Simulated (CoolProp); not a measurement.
trans-2-butene along the isobar 13000 kPa: fugacity coefficient from the reference equation and from simpler models built on Tc = 428.6 K, pc = 4019 kPa, ω = 0.210; each cubic takes its own stable root.

The numbers come from the reference Helmholtz-energy equation of state, Lemmon 2005 in CoolProp. It is a short technical equation, of lower accuracy than the large ones.

```
T (K)   phase  reference  van der Waals  Redlich-Kwong
-----  ------  ---------  -------------  -------------
283.9  liquid    0.01734        0.08767        0.02707
292.4  liquid    0.02271        0.09922        0.03445
300.8  liquid    0.02910         0.1113        0.04293
309.3  liquid    0.03675         0.1242        0.05276
317.7  liquid    0.04557         0.1375        0.06374
326.2  liquid    0.05584         0.1516        0.07612
334.7  liquid    0.06749         0.1662        0.08978
343.1  liquid    0.08041         0.1811         0.1045
351.6  liquid    0.09492         0.1967         0.1206
360    liquid     0.1107         0.2125         0.1376
368.5  liquid     0.1280         0.2288         0.1559
377    liquid     0.1467         0.2454         0.1751
385.4  liquid     0.1664         0.2622         0.1950
393.9  liquid     0.1876         0.2793         0.2159
402.3  liquid     0.2096         0.2964         0.2373
```
